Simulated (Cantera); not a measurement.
# HMDSO + N₂O + H₂ (silicon oxide and oxynitride deposition)

Charge: 1 mol HMDSO, 21 mol N₂O, a varied amount of H₂, at 1277 °C and 0.225 Torr.

Equilibrium computed with Cantera from the NASA thermochemical tables; the gas is ideal and each condensed phase is pure. Candidate condensed phases: C, C₆H₆, C₇H₈, C₈H₁₈, H₂O, Si, SiC, SiO₂, Si₂N₂O, Si₃N₄; 151 gas species. The feed counts by its element totals alone. The tables hold silica as quartz up to 1696 K and as liquid above; real silica turns to tridymite and cristobalite and melts near 1996 K. Equilibrium is a limit: real reactors are often held back by kinetics, nucleation or transport.

From 1.2 mol H₂ to 95 mol H₂ the condensed part is SiO₂(β-quartz). The main Si-bearing gas is SiO throughout.

```json
[
 {"n(H₂) (mol)": "1.2", "x H₂": "0.0504", "x N₂": "0.564", "x H₂O": "0.224", "x CO₂": "0.0989", "x CO": "0.0623", "n SiO₂(β-quartz)": "2.00"},
 {"n(H₂) (mol)": "1.9", "x H₂": "0.0610", "x N₂": "0.554", "x H₂O": "0.226", "x CO₂": "0.0902", "x CO": "0.0680", "n SiO₂(β-quartz)": "2.00"},
 {"n(H₂) (mol)": "2.9", "x H₂": "0.0768", "x N₂": "0.540", "x H₂O": "0.229", "x CO₂": "0.0796", "x CO": "0.0746", "n SiO₂(β-quartz)": "2.00"},
 {"n(H₂) (mol)": "4.5", "x H₂": "0.103", "x N₂": "0.518", "x H₂O": "0.230", "x CO₂": "0.0659", "x CO": "0.0822", "n SiO₂(β-quartz)": "2.00"},
 {"n(H₂) (mol)": "6.9", "x H₂": "0.142", "x N₂": "0.489", "x H₂O": "0.228", "x CO₂": "0.0511", "x CO": "0.0887", "n SiO₂(β-quartz)": "2.00"},
 {"n(H₂) (mol)": "11", "x H₂": "0.205", "x N₂": "0.447", "x H₂O": "0.220", "x CO₂": "0.0354", "x CO": "0.0922", "n SiO₂(β-quartz)": "2.00"},
 {"n(H₂) (mol)": "17", "x H₂": "0.286", "x N₂": "0.396", "x H₂O": "0.203", "x CO₂": "0.0229", "x CO": "0.0902", "n SiO₂(β-quartz)": "2.00"},
 {"n(H₂) (mol)": "26", "x H₂": "0.384", "x N₂": "0.338", "x H₂O": "0.180", "x CO₂": "0.0139", "x CO": "0.0829", "n SiO₂(β-quartz)": "2.00"},
 {"n(H₂) (mol)": "40", "x H₂": "0.494", "x N₂": "0.276", "x H₂O": "0.150", "x CO₂": "0.00774", "x CO": "0.0712", "n SiO₂(β-quartz)": "1.99"},
 {"n(H₂) (mol)": "61", "x H₂": "0.601", "x N₂": "0.216", "x H₂O": "0.120", "x CO₂": "0.00411", "x CO": "0.0577", "n SiO₂(β-quartz)": "1.99"},
 {"n(H₂) (mol)": "95", "x H₂": "0.703", "x N₂": "0.160", "x H₂O": "0.0897", "x CO₂": "0.00200", "x CO": "0.0438", "n SiO₂(β-quartz)": "1.98"}
]
```
x: gas mole fraction; n: condensed amount in mol.
